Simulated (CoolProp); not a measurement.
Vapour-liquid equilibrium of carbon dioxide (1) + propane (2) at 1.18 MPa; x and y are mole fractions of (1).

Model: multi-fluid Helmholtz-energy mixture model, Span 1996 and Lemmon 2009; pair parameters Kunz 2012, in CoolProp.

| x | bubble temperature, mixture model (K) | bubble temperature, Raoult's law (K) | y, mixture model | y, Raoult's law |
|---|---|---|---|---|
| 0.05 | 293.9 | 296.6 | 0.265 | 0.263 |
| 0.15 | 273.0 | 282.0 | 0.604 | 0.556 |
| 0.25 | 259.7 | 271.7 | 0.758 | 0.711 |
| 0.35 | 251.8 | 264.0 | 0.829 | 0.804 |
| 0.45 | 247.2 | 257.8 | 0.866 | 0.866 |
| 0.55 | 244.5 | 252.8 | 0.888 | 0.908 |
| 0.65 | 242.7 | 248.5 | 0.904 | 0.939 |
| 0.75 | 241.2 | 244.9 | 0.920 | 0.962 |
| 0.85 | 239.8 | 241.7 | 0.941 | 0.980 |
| 0.95 | 238.3 | 238.9 | 0.974 | 0.994 |

The largest gap from Raoult's law is -12.2 K in bubble temperature, at x = 0.35. No azeotrope shows between x = 0.05 and 0.95.

The pair parameters rest on a limited set of measurements; away from them the model extrapolates. With so large a gap from Raoult's law the liquid may split in two, which this calculation doesn't test in full.
